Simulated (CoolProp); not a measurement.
Vapour-liquid equilibrium of R125 (1) + propylene (2) at 0.201 MPa; x and y are mole fractions of (1).

Model: multi-fluid Helmholtz-energy mixture model, Lemmon 2005 and Lemmon 2013; pair parameters Bell 2016, in CoolProp.

| x | bubble temperature (K) | y at the bubble point | dew temperature at overall composition x (K) | liquid density (mol/L) |
|---|---|---|---|---|
| 0.05 | 239.3 | 0.131 | 240.9 | 13.93 |
| 0.125 | 236.9 | 0.258 | 239.4 | 13.79 |
| 0.2 | 235.5 | 0.339 | 238.0 | 13.62 |
| 0.275 | 234.7 | 0.396 | 236.6 | 13.46 |
| 0.35 | 234.2 | 0.439 | 235.3 | 13.30 |
| 0.425 | 233.9 | 0.475 | 234.3 | 13.15 |
| 0.5 | 233.8 | 0.508 | 233.8 | 13.00 |
| 0.575 | 233.9 | 0.542 | 234.0 | 12.87 |
| 0.65 | 234.1 | 0.580 | 234.8 | 12.74 |
| 0.725 | 234.5 | 0.625 | 235.8 | 12.62 |
| 0.8 | 235.2 | 0.684 | 236.9 | 12.50 |
| 0.875 | 236.4 | 0.766 | 238.1 | 12.38 |
| 0.95 | 238.3 | 0.886 | 239.3 | 12.25 |

y crosses x between x = 0.5 and 0.575: the model has an azeotrope there.

The pair parameters rest on a limited set of measurements; away from them the model extrapolates.
